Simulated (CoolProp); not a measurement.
Saturation properties of sulfur dioxide (Tc = 430.6 K, pc = 7.887 MPa, ω = 0.256).

Computed with CoolProp (reference Helmholtz-energy equation of state, Gao 2016).

```tsv
T (K)	p (MPa)	vapour density (kg/m³)	enthalpy of vaporisation (kJ/kg)	surface tension (mN/m)
238	0.02862	0.9372	411.1	33.5
243.6	0.03895	1.250	406.4	32.4
249.2	0.05217	1.642	401.6	31.3
254.9	0.06915	2.136	396.8	30.1
260.5	0.08994	2.730	391.9	29.0
266.2	0.1160	3.462	386.8	27.9
271.8	0.1471	4.324	381.8	26.8
277.4	0.1845	5.347	376.6	25.7
283.1	0.2298	6.573	371.2	24.6
288.7	0.2825	7.983	365.8	23.5
294.3	0.3441	9.618	360.3	22.4
300	0.4170	11.54	354.5	21.3
```

It boils at 263.1 K under 1 atm.

Surface tension comes from a separate correlation (Mulero 2012).
